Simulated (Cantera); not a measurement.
A closed system holds: 1 mol CH3F, 0.016 mol HCl, held at 2800 °C and 1.00 bar.

Cantera equilibrium calculation (NASA polynomials, part measured and part estimated; ideal gas, pure solids and liquids). Equilibrium is a limit: real reactors are often held back by kinetics, nucleation or transport.

```csv
species,before,after
F,0.00105,0.627
CF2,4.67e-6,0.285
CF4,<1e-9,0.0429
HF,0.463,0.00578
H2,0.375,<1e-9
C2H2 (acetylene),0.0287,<1e-9
CF3,<1e-9,0.0189
H,0.120,2.51e-6
CF,0.000140,0.0143
C2H,0.00175,1.06e-9
C4H2,0.000916,<1e-9
C2H2 (vinylidene),0.000107,<1e-9
F2,<1e-9,5.15e-5
CH3,5.07e-5,<1e-9
CH2,3.83e-5,<1e-9
"C(graphite), mol",0.854,0
```
Gas species are given as mole fractions.

Problem. What was changed between the two runs?
(A) CH3F replaced by CF4
(B) HCl from 0.016 to 2.3 mol
(C) HCl from 0.016 to 2 mol
(D) temperature from 2800 °C to 452 °C

Solution. A, CH3F replaced by CF4. The tables' values for C2F4 are old estimates; treat these amounts as uncertain. Gases not in the tables: C2F6 and larger saturated fluorocarbons
